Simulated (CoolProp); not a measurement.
Properties of fluoroethane (R161) along the isobar 50 bar.

The numbers come from the reference Helmholtz-energy equation of state, Wu 2012 in CoolProp.

```tsv
T (°C)	phase	density (kg/m³)	cp (kJ/(kg K))	isothermal compressibility (1/MPa)	expansivity (1/kK)
-19.75	liquid	798.3	2.002	0.001730	1.833
-8.25	liquid	781.0	2.049	0.002063	1.984
3.35	liquid	762.4	2.103	0.002510	2.176
14.85	liquid	742.6	[?]	0.003117	2.415
26.45	liquid	720.8	2.229	0.003982	2.719
38.05	liquid	696.9	2.303	0.005249	3.109
49.55	liquid	670.6	2.388	0.007172	3.621
61.15	liquid	640.5	[?]	0.01034	4.345
72.65	liquid	605.7	2.657	[?]	5.482
84.25	liquid	561.8	2.977	0.02945	7.822
95.75	liquid	494.8	[?]	0.09030	17.10
107.35	gas	155.1	5.540	0.6677	31.94
118.85	gas	123.3	3.170	0.4024	13.77
130.45	gas	108.2	2.600	0.3328	9.330
141.95	gas	98.51	2.345	0.2991	[?]
153.55	gas	91.26	2.206	0.2785	[?]
```

Complete the blanks.


- 14.85, cp (kJ/(kg K)): 2.162
- 61.15, cp (kJ/(kg K)): 2.497
- 72.65, isothermal compressibility (1/MPa): 0.01609
- 95.75, cp (kJ/(kg K)): 4.186
- 141.95, expansivity (1/kK): 7.259
- 153.55, expansivity (1/kK): 6.023
